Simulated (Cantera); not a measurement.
What does this Cantera script print?

```python
import numpy as np
import cantera as ct

gas_names = [...]  # 45 gases of nasa_gas.yaml made of F, O, S
cond_names = """
    S(cr1) S(cr2) S(L)
""".split()


# ... load() reads the species with a 1 bar reference pressure and builds the phases ...
atoms = {
    'SF6': {'S': 1, 'F': 6},
    'SO2': {'S': 1, 'O': 2},
    'O2': {'O': 2},
}
top_T = {}  # K; cautious upper limits of use, not melting points


# ... equilibrate(T, P, feed) seeds the gas with the atoms and calls Mixture.equilibrate('TP', solver="vcs", rtol=1e-11, max_steps=5000) ...
results = []
feed = {'SF6': 1, 'SO2': 0.24, 'O2': 0.1}  # mol
P = 130  # Pa
for T in [2500, 3000, 3500, 4000, 4500, 5000]:
    mix = equilibrate(T, P, feed)
    results.append((T, P, feed, dict(zip(mix.species_names, mix.species_moles))))
    x = sorted(zip(gas.X, gas.species_names), reverse=True)
    print(f"T = {T:g} K  P = {P:g} Pa  gas = {mix.phase_moles(0):.4g} mol")
    print("   x: " + "  ".join(f"{s} {v:.3e}" for v, s in x if v > 0.001))
    print("   condensed (mol): " + ("  ".join(f"{mix.phase(i).name} {mix.phase_moles(i):.4g}"
          for i in range(1, mix.n_phases) if mix.phase_moles(i) > 1e-12) or "none"))
```

Result:

```
T = 2500 K  P = 130 Pa  gas = 7.269 mol
   x: F 8.230e-01  S 8.710e-02  SO 6.027e-02  O 1.082e-02  SO2 1.050e-02  S2 5.136e-03  SF 2.391e-03
   condensed (mol): none
T = 3000 K  P = 130 Pa  gas = 7.831 mol
   x: F 7.659e-01  S 1.473e-01  O 7.560e-02  SO 9.796e-03
   condensed (mol): none
T = 3500 K  P = 130 Pa  gas = 7.915 mol
   x: F 7.580e-01  S 1.560e-01  O 8.529e-02
   condensed (mol): none
T = 4000 K  P = 130 Pa  gas = 7.92 mol
   x: F 7.576e-01  S 1.564e-01  O 8.580e-02
   condensed (mol): none
T = 4500 K  P = 130 Pa  gas = 7.923 mol
   x: F 7.573e-01  S 1.561e-01  O 8.582e-02
   condensed (mol): none
T = 5000 K  P = 130 Pa  gas = 7.932 mol
   x: F 7.564e-01  S 1.548e-01  O 8.572e-02  S+ 1.534e-03  Electron 1.534e-03
   condensed (mol): none
```

Method: chemical equilibrium by Gibbs-energy minimisation in Cantera with the NASA 1993 tables (ideal gas, pure condensed phases).
